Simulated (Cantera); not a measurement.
Diamond growth

A diamond (100) surface in a fixed gas of H2 with x(CH4) = 0.0036, x(CH3) = 0.00042, at 1098 K, 188 Torr; coverages are run to steady state.

Computed with Cantera and the Harris–Goodwin 1993 mechanism for the reconstructed diamond (100) surface.

```json
[
 {"x(H)": "0.0001", "growth (µm/h)": "8.51", "θ c6HH": "0.463", "θ c6H*": "0.0173", "θ c6*H": "0.276", "θ c6**": "0.00311", "θ c6HM": "0.157"},
 {"x(H)": "0.00021", "growth (µm/h)": "17.3", "θ c6HH": "0.436", "θ c6H*": "0.0193", "θ c6*H": "0.307", "θ c6**": "0.00558", "θ c6HM": "0.152"},
 {"x(H)": "0.00044", "growth (µm/h)": "30.5", "θ c6HH": "0.436", "θ c6H*": "0.0212", "θ c6*H": "0.337", "θ c6**": "0.00871", "θ c6HM": "0.129"},
 {"x(H)": "0.00093", "growth (µm/h)": "46.5", "θ c6HH": "0.453", "θ c6H*": "0.0232", "θ c6*H": "0.369", "θ c6**": "0.0119", "θ c6HM": "0.0935"},
 {"x(H)": "0.0019", "growth (µm/h)": "60.3", "θ c6HH": "0.473", "θ c6H*": "0.0250", "θ c6*H": "0.396", "θ c6**": "0.0145", "θ c6HM": "0.0596"},
 {"x(H)": "0.0041", "growth (µm/h)": "71.0", "θ c6HH": "0.491", "θ c6H*": "0.0264", "θ c6*H": "0.417", "θ c6**": "0.0164", "θ c6HM": "0.0326"},
 {"x(H)": "0.0086", "growth (µm/h)": "77.1", "θ c6HH": "0.501", "θ c6H*": "0.0274", "θ c6*H": "0.428", "θ c6**": "0.0175", "θ c6HM": "0.0169"},
 {"x(H)": "0.018", "growth (µm/h)": "80.6", "θ c6HH": "0.507", "θ c6H*": "0.0283", "θ c6*H": "0.434", "θ c6**": "0.0181", "θ c6HM": "0.00843"},
 {"x(H)": "0.038", "growth (µm/h)": "82.8", "θ c6HH": "0.509", "θ c6H*": "0.0296", "θ c6*H": "0.436", "θ c6**": "0.0186", "θ c6HM": "0.00410"}
]
```
θ: site fractions in the mechanism's names (c6HH fully hydrogenated, c6H* and c6*H radical sites, c6** diradical, c6HM methylated).
